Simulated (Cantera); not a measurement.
**Premixed flame**

A freely propagating, adiabatic, planar premixed flame of 5.40 % CH₄, 0.313 % C₂H₆, 1.40 % C₃H₈, 19.5 % O₂, 73.4 % N₂, unburnt at 625 K and 0.395 atm; mixture-averaged transport, grid criteria slope 0.08 and curve 0.16, no radiation.

Cantera simulation using GRI-Mech 3.0 (53 species, 325 reactions); the numbers are that mechanism's predictions, not measurements. GRI-Mech 3.0 was tuned for natural gas; its chemistry of propane as a main component is partial and can be far from experiment. Burning velocities carry a grid error of a few per cent, more on coarse grids.

| z (mm) | T (K) | u (m/s) | x CH₄ | x C₂H₆ | x C₃H₈ | x H₂O₂ | x NO₂ | x CH₃ |
|---|---|---|---|---|---|---|---|---|
| -2.00 | 625 | 1.80 | 0.0539 | 0.00313 | 0.0140 | <1e-8 | <1e-8 | 3.20e-8 |
| -1.33 | 626 | 1.81 | 0.0538 | 0.00312 | 0.0140 | 4.64e-8 | <1e-8 | 3.62e-7 |
| -0.999 | 629 | 1.82 | 0.0535 | 0.00312 | 0.0140 | 2.35e-7 | <1e-8 | 1.87e-6 |
| -0.666 | 659 | 1.92 | 0.0521 | 0.00311 | 0.0138 | 1.47e-6 | <1e-8 | 2.08e-5 |
| -0.333 | 952 | 2.83 | 0.0413 | 0.00329 | 0.0102 | 5.92e-6 | <1e-8 | 0.000708 |
| -0.166 | 1338 | 4.06 | 0.0253 | 0.00198 | 0.00322 | 7.11e-6 | <1e-8 | 0.00291 |
| 0 | 1719 | 5.30 | 0.00760 | 0.000168 | 9.53e-5 | 1.28e-6 | <1e-8 | 0.00241 |
| 0.166 | 1886 | 5.83 | 0.000877 | 1.17e-6 | 1.17e-7 | 2.59e-7 | <1e-8 | 0.000382 |
| 0.333 | 1926 | 5.95 | 5.53e-5 | <1e-8 | <1e-8 | 1.59e-7 | <1e-8 | 2.50e-5 |
| 0.666 | 1958 | 6.01 | 1.39e-7 | <1e-8 | <1e-8 | 1.45e-7 | <1e-8 | 6.55e-8 |
| 1.33 | 1999 | 6.11 | <1e-8 | <1e-8 | <1e-8 | 1.26e-7 | <1e-8 | <1e-8 |
| 2.66 | 2054 | 6.25 | <1e-8 | <1e-8 | <1e-8 | 1.03e-7 | <1e-8 | <1e-8 |
| 5.33 | 2126 | 6.44 | <1e-8 | <1e-8 | <1e-8 | 8.03e-8 | <1e-8 | <1e-8 |
x: mole fraction of selected species; z is measured from the peak of heat release.

```yaml
laminar_burning_velocity: 180 cm/s
thermal_thickness: 0.666 mm
peak x(H₂O₂): 7.65e-6
peak x(CH₃): 0.00338
grid_points: 157
```
